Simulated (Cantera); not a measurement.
## Si + HCl + H2 (chlorosilane synthesis and conversion)

Charge: 1 mol Si, 1.9 mol HCl, 3.3 mol H2, equilibrated at 5700 Torr.

These are equilibrium values from Cantera (NASA tables, ideal gas, pure condensed phases), not measurements of a reactor. Candidate condensed phases: Si; 19 gas species. The tables' values for SiCl3 are old estimates; treat these amounts as uncertain. Kinetics and transport are ignored.

```json
[
 {"T (K)": "898", "x H2": "0.878", "x SiHCl3": "0.0593", "x SiCl4": "0.0541", "x HCl": "0.00223", "x SiH2Cl2": "0.00615", "x SiCl3": "9.25e-5", "x SiCl2": "7.65e-6", "x SiH3Cl": "0.000155", "n Si(s)": "0.444"},
 {"T (K)": "948", "x H2": "0.877", "x SiHCl3": "0.0583", "x SiCl4": "0.0542", "x HCl": "0.00368", "x SiH2Cl2": "0.00634", "x SiCl3": "0.000194", "x SiCl2": "2.34e-5", "x SiH3Cl": "0.000172", "n Si(s)": "0.446"},
 {"T (K)": "998", "x H2": "0.876", "x SiHCl3": "0.0572", "x SiCl4": "0.0542", "x HCl": "0.00575", "x SiH2Cl2": "0.00650", "x SiCl3": "0.000376", "x SiCl2": "6.39e-5", "x SiH3Cl": "0.000188", "n Si(s)": "0.449"},
 {"T (K)": "1048", "x H2": "0.874", "x SiHCl3": "0.0560", "x SiCl4": "0.0539", "x HCl": "0.00860", "x SiH2Cl2": "0.00662", "x SiCl3": "0.000681", "x SiCl2": "0.000158", "x SiH3Cl": "0.000204", "n Si(s)": "0.453"},
 {"T (K)": "1098", "x H2": "0.871", "x SiHCl3": "0.0547", "x SiCl4": "0.0533", "x HCl": "0.0124", "x SiH2Cl2": "0.00671", "x SiCl3": "0.00116", "x SiCl2": "0.000356", "x SiH3Cl": "0.000218", "n Si(s)": "0.457"},
 {"T (K)": "1148", "x H2": "0.868", "x SiHCl3": "0.0531", "x SiCl4": "0.0524", "x HCl": "0.0172", "x SiH2Cl2": "0.00675", "x SiCl3": "0.00188", "x SiCl2": "0.000745", "x SiH3Cl": "0.000231", "n Si(s)": "0.463"},
 {"T (K)": "1198", "x H2": "0.863", "x SiHCl3": "0.0512", "x SiCl4": "0.0509", "x HCl": "0.0231", "x SiH2Cl2": "0.00673", "x SiCl3": "0.00289", "x SiCl2": "0.00145", "x SiH3Cl": "0.000242", "n Si(s)": "0.469"}
]
```
x: gas mole fraction; n: condensed amount in mol.

From 898 K to 1198 K the condensed part is Si(s). The main Si-bearing gas is SiHCl3 throughout. The share of Si in condensed phases is highest at 1198 K (46.9 %) and lowest at 898 K (44.4 %).
